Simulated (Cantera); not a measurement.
Input: 1 mol Cu2O, a varied amount of CH4, 0.081 mol CO, equilibrated at 1502 °C and 0.0520 bar.

Equilibrium computed with Cantera from the NASA thermochemical tables; the gas is ideal and each condensed phase is pure. Candidate condensed phases: C, C6H6, C7H8, C8H18, Cu, CuO, Cu(OH)2, Cu2O, H2O; 113 gas species. The numbers say what is thermodynamically allowed, not how fast it happens.

Which condensed phases are stable at each of these points (n(CH4) (mol)): 0.71, 1.1, 1.5, 1.9, 2.3, 2.6, 3, 3.4, 3.8, 4.2, 4.6, 4.9?


```csv
n(CH4) (mol),condensed phases,Cu condensed (%)
0.71,Cu(l),99.1
1.1,C(graphite) + Cu(l),98.7
1.5,C(graphite) + Cu(l),98.4
1.9,C(graphite) + Cu(l),98.1
2.3,C(graphite) + Cu(l),97.8
2.6,C(graphite) + Cu(l),97.5
3,C(graphite) + Cu(l),97.2
3.4,C(graphite) + Cu(l),96.9
3.8,C(graphite) + Cu(l),96.6
4.2,C(graphite) + Cu(l),96.3
4.6,C(graphite) + Cu(l),96.0
4.9,C(graphite) + Cu(l),95.7
```

At 0.71 mol CH4 the condensed part is Cu(l). From 1.1 mol CH4 to 4.9 mol CH4 the condensed part is C(graphite) + Cu(l).
